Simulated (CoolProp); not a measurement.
The fluid at 298.15 K and 4.67 MPa is throttled through a valve to 1.48 MPa with no heat exchange. The same conditions are run with several fluids, on thermodynamics alone (safety and materials aside).

Computed with CoolProp (reference Helmholtz-energy equation of state of each fluid (sulfur hexafluoride: Guder 2009; chloromethane (R40): Thol 2014; R407C: Lemmon 2003; chlorine: Thol 2021; R1336mzz(E): Akasaka 2023)). Blends and air are pseudo-pure fits.

```
fluid                temperature change (K)  final phase  final density (kg/m³)
-------------------  ----------------------  -----------  ---------------------
sulfur hexafluoride                   -18.8            ?                    413
chloromethane (R40)                    +0.8       liquid                      ?
R407C                                  -0.2       liquid                      ?
chlorine                               +0.8       liquid                      ?
R1336mzz(E)                               ?       liquid                   1330
```

Some entries are withheld; supply them.


- sulfur hexafluoride, final phase: two-phase, vapour fraction 0.243
- chloromethane (R40), final density (kg/m³): 912
- R407C, final density (kg/m³): 1140
- chlorine, final density (kg/m³): 1390
- R1336mzz(E), temperature change (K): +0.7
